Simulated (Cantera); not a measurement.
A closed system holds: 1 mol HgO, 0.24 mol O2, 26 mol N2, 1.4 mol H2, at 100000 Pa.

These are equilibrium values from Cantera (NASA tables, ideal gas, pure condensed phases), not measurements of a reactor. Candidate condensed phases: H2O, Hg, HgO; 25 gas species. Kinetics and transport are ignored.

Task: Which condensed phases are stable at each of these points (T (K)): 550, 650, 750, 850, 950, 1050, 1150, 1250, 1350, 1450, 1550?

Result: 
| T (K) | condensed phases | Hg condensed (%) |
|---|---|---|
| 550 | HgO(s) | 7.8 |
| 650 | gas only | 0.0 |
| 750 | gas only | 0.0 |
| 850 | gas only | 0.0 |
| 950 | gas only | 0.0 |
| 1050 | gas only | 0.0 |
| 1150 | gas only | 0.0 |
| 1250 | gas only | 0.0 |
| 1350 | gas only | 0.0 |
| 1450 | gas only | 0.0 |
| 1550 | gas only | 0.0 |

At 550 K the condensed part is HgO(s). From 650 K to 1550 K nothing is condensed.
